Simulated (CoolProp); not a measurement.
The fluid at 355.5 K and 0.00728 MPa expands adiabatically to 0.000996 MPa with isentropic efficiency 0.85. The same conditions are run with several fluids, on thermodynamics alone (safety and materials aside).

Model: reference Helmholtz-energy equation of state of each fluid (m-xylene: Zhou 2012; chlorine: Thol 2021; ethane: Bücker 2006; oxygen: Schmidt 1985; hexamethyldisiloxane (MM): Thol 2016), in CoolProp.

Q: Rank m-xylene, chlorine, ethane, oxygen, hexamethyldisiloxane (MM) by work (kJ/kg), highest first.

A: ethane (144), oxygen (119), chlorine (55.8), m-xylene (44.3), hexamethyldisiloxane (MM) (29.7)

```json
[
 {"fluid": "m-xylene", "final temperature (K)": "322.2", "final density (kg/m³)": "0.0395"},
 {"fluid": "chlorine", "final temperature (K)": "238.6", "final density (kg/m³)": "0.0356"},
 {"fluid": "ethane", "final temperature (K)": "276.5", "final density (kg/m³)": "0.0130"},
 {"fluid": "oxygen", "final temperature (K)": "225.4", "final density (kg/m³)": "0.0170"},
 {"fluid": "hexamethyldisiloxane (MM)", "final temperature (K)": "336.8", "final density (kg/m³)": "0.0578"}
]
```

Above 300 K oxygen's equation is extrapolated.
